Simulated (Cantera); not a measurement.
Feed: 1 mol SiCl₄, 0.64 mol C₃H₈, 1.8 mol H₂, equilibrated at 13.3 mbar.

Cantera equilibrium calculation (NASA polynomials, part measured and part estimated; ideal gas, pure solids and liquids). Candidate condensed phases: C, C₆H₆, C₇H₈, C₈H₁₈, Si, SiC; 109 gas species. Gases not in the tables: Si₂H₆ and higher silanes. Equilibrium is a limit: real reactors are often held back by kinetics, nucleation or transport.

### Question
What share of the Si ends up in condensed phases as a function of T (K), at 2075, 2100, 2125, 2150, 2175, 2200, 2225, 2250, 2275, 2300, 2325?

### Answer
| T (K) | Si condensed (%) | as |
|---|---|---|
| 2075 | 50.4 | SiC(s) |
| 2100 | 48.7 | SiC(s) |
| 2125 | 47.0 | SiC(s) |
| 2150 | 45.2 | SiC(s) |
| 2175 | 43.3 | SiC(s) |
| 2200 | 41.3 | SiC(s) |
| 2225 | 38.9 | SiC(s) |
| 2250 | 36.3 | SiC(s) |
| 2275 | 33.1 | SiC(s) |
| 2300 | 29.3 | SiC(s) |
| 2325 | 24.5 | SiC(s) |
